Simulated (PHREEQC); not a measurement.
# Buffer (model solution)

A solution holds 0.2 mol/kgw NH4Cl, 0.00087 mol/kgw Na2CO3 and 0.023 mol/kgw KCl, at 25 °C. Closed to the air; pH follows from the charge balance.

Computed with PHREEQC (ion-association model, phreeqc.dat).

Precipitation was switched off in this run.

Task: Predict the pH, specific conductance, activity of water.

Result: pH 7.12; specific conductance 26200 µS/cm; activity of water 0.992.

Task: In which forms is C present?

Result: HCO3- 89 %, CO2 11 % of the C.
